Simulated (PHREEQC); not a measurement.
A solution holds 1.6 mol H2SO4 and 0.67 mol MgSO4 per kg of water, at 20 °C. Closed to the air; pH follows from the charge balance.

Model: Pitzer model, pitzer.dat, run in PHREEQC.

```csv
quantity,before,after
pH,-0.50,-0.41
ionic strength (mol/kgw),4.37,3.98
HSO4- (mol/kgw),1.55,1.75
SO4-2 (mol/kgw),0.717,0.520
SI of Epsomite (MgSO4:7H2O),-0.83,-1.17
SI of Hexahydrite (MgSO4:6H2O),-1.12,-1.27
```

Q: Name the change that produced these shifts.
A. temperature from 20 to 60 °C
B. 0.063 mol/kgw NaCl added
C. temperature from 20 to 40 °C
D. H2SO4 from 1.6 to 0.16 mol/kgw

A: C, temperature from 20 to 40 °C

This is a speciation only: nothing precipitates in the calculation. In brines, pH and single-ion activities rest on the MacInnes convention. At this temperature some constants are extrapolated from 25 °C, and those without enthalpy data are left unchanged.
